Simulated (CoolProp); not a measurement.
The fluid at 363.36 K and 0.247 MPa expands adiabatically to 0.0275 MPa with isentropic efficiency 0.9. The same conditions are run with several fluids, on thermodynamics alone (safety and materials aside).

Values from CoolProp's reference Helmholtz-energy equation of state of each fluid (carbon monoxide: Lemmon 2006; R507A: Lemmon 2003; chlorine: Thol 2021; R410A: Lemmon 2003; n-perfluoropentane: Gao 2022). Blends and air are pseudo-pure fits.

| fluid | work (kJ/kg) | final temperature (K) | final density (kg/m³) |
|---|---|---|---|
| carbon monoxide | ___ | 211.0 | 0.439 |
| R507A | 54.1 | 302.6 | ___ |
| chlorine | ___ | 225.5 | 1.05 |
| R410A | 70.4 | 277.4 | 0.869 |
| n-perfluoropentane | ___ | ___ | 2.84 |

Question: What belongs in the gaps?

Answer: 
- carbon monoxide, work (kJ/kg): 158
- R507A, final density (kg/m³): 1.09
- chlorine, work (kJ/kg): 64.2
- n-perfluoropentane, work (kJ/kg): 19.3
- n-perfluoropentane, final temperature (K): 338.9
